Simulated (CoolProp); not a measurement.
Vapour-liquid equilibrium of toluene (1) + m-xylene (2) at 531.6 K; x and y are mole fractions of (1).

Computed with CoolProp (multi-fluid Helmholtz-energy mixture model, Lemmon 2006 and Zhou 2012; pair parameters Bell 2016).

Q: Give the bubble pressure and the first vapour's composition at x = 0.5, 0.8, 0.95. Is there an azeotrope?

A: x = 0.5: 1.516 MPa, y = 0.589; x = 0.8: 1.744 MPa, y = 0.844; x = 0.95: 1.852 MPa, y = 0.961. No azeotrope shows between x = 0.05 and 0.95.

The pair parameters rest on a limited set of measurements; away from them the model extrapolates.
